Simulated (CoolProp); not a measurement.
R236FA along the isobar 4.36 MPa: fugacity coefficient from the reference equation and from simpler models built on Tc = 398.1 K, pc = 3.191 MPa, ω = 0.377; each cubic takes its own stable root.

Computed with CoolProp (reference Helmholtz-energy equation of state, Pan 2012).

```tsv
T (K)	phase	reference	Redlich-Kwong	Peng-Robinson
238.1	liquid	0.005499	0.01803	0.005595
248.9	liquid	0.009768	0.02783	0.009847
259.7	liquid	0.01631	0.04094	0.01635
270.5	liquid	0.02582	0.05780	0.02581
281.3	liquid	0.03901	[?]	0.03895
292.1	liquid	0.05657	0.1039	0.05649
302.9	liquid	0.07913	0.1334	[?]
313.6	liquid	0.1069	0.1668	0.1070
324.4	liquid	0.1407	0.2046	0.1410
335.2	liquid	0.1806	0.2460	0.1811
346	liquid	0.2264	[?]	0.2271
356.8	liquid	0.2779	0.3380	0.2786
367.6	liquid	0.3345	[?]	0.3348
378.4	liquid	0.3953	[?]	[?]
389.2	liquid	0.4591	0.4880	0.4562
400	supercritical	[?]	[?]	0.5172
```

Q: Some entries are withheld; supply them.

A: 
- 281.3, Redlich-Kwong: 0.07871
- 302.9, Peng-Robinson: 0.07909
- 346, Redlich-Kwong: 0.2907
- 367.6, Redlich-Kwong: 0.3872
- 378.4, Redlich-Kwong: 0.4375
- 378.4, Peng-Robinson: 0.3946
- 400, reference: 0.5240
- 400, Redlich-Kwong: 0.5373
